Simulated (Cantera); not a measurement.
A freely propagating, adiabatic, planar premixed flame of CH4 : H2 : O2 : N2 = 1 : 0.034 : 1.34 : 5.06 (molar parts), unburnt at 300 K and 5930 Torr; mixture-averaged transport, grid criteria slope 0.08 and curve 0.16, no radiation.

Computed with Cantera and GRI-Mech 3.0 (53 species, 325 reactions). Burning velocities carry a grid error of a few per cent, more on coarse grids.

### Question
What does this change do: inlet temperature 300 to 523 K?

### Answer
```tsv
quantity	before	after
laminar burning velocity	5.87 cm/s	18.4 cm/s
thermal thickness	0.299 mm	0.187 mm
peak x(CH2O)	0.00147	0.00149
peak x(C2H6)	0.00103	0.00121
```

### Question
What does this change do: N2 5.06 to 6.5 parts?

### Answer
```csv
quantity,before,after
laminar burning velocity,5.87 cm/s,2.89 cm/s
thermal thickness,0.299 mm,0.548 mm
peak x(CH2O),0.00147,0.00132
peak x(C2H6),0.00103,0.000778
```
